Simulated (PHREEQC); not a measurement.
A solution holds 0.0043 mol HF, 0.094 mol NH4HF2 and 0.14 mol H2SO4 per kg of water, at 20 °C. Closed to the air; pH follows from the charge balance.

All values are PHREEQC results (ion-association model, wateq4f.dat), not measurements.

No solid was allowed to form.

**Question.** Estimate the pH, activity of water.

**Answer.** pH 1.12; activity of water 0.992.

**Question.** In which forms is S present?

**Answer.** HSO4- 67 %, SO4-2 25 %, NH4SO4- 7.9 % of the S.

wateq4f.dat counts part of the HF as a dimer, H2F2, which phreeqc.dat doesn't know; its constant is uncertain.
